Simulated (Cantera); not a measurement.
## Stirred combustor or abatement burner

A perfectly stirred reactor is fed with CO : H₂ : O₂ : N₂ : CO₂ = 1 : 0.47 : 0.875 : 3.29 : 0.11 (molar parts), equivalence ratio 0.84, at 130000 Pa; it is adiabatic with a 423 K inlet, and is followed from long to short residence time, starting on the burning branch (τ in s: 0.2, 0.076, 0.029, 0.011, 0.0043, 0.0016, 0.00063, 0.00024, 9.2e-05, 3.5e-05, 1.3e-05, 5.2e-06).

Computed with Cantera and GRI-Mech 3.0 (53 species, 325 reactions).

```csv
τ (s),T (K),x CO,x H₂,x O₂,x CO₂,x HO₂,x OH
0.20,2292,0.0127,0.000989,0.0312,0.207,1.95e-6,0.00413
0.076,2284,0.0140,0.00109,0.0323,0.206,2.02e-6,0.00437
0.029,2262,0.0168,0.00133,0.0342,0.202,2.16e-6,0.00484
0.011,2215,0.0223,0.00183,0.0371,0.196,2.60e-6,0.00564
0.0043,2141,0.0303,0.00263,0.0410,0.187,3.84e-6,0.00661
0.0016,2035,0.0405,0.00381,0.0458,0.175,6.74e-6,0.00750
0.00063,1913,0.0508,0.00515,0.0507,0.162,1.15e-5,0.00788
0.00024,1761,0.0624,0.00664,0.0567,0.148,1.91e-5,0.00749
9.2e-5,1564,0.0811,0.00815,0.0671,0.126,3.24e-5,0.00586
3.5e-5,423,0.174,0.0818,0.152,0.0191,<1e-12,<1e-12
1.3e-5,423,0.174,0.0818,0.152,0.0191,<1e-12,<1e-12
5.2e-6,423,0.174,0.0818,0.152,0.0191,<1e-12,<1e-12
```
x: mole fraction; the columns are a selection and need not sum to one.
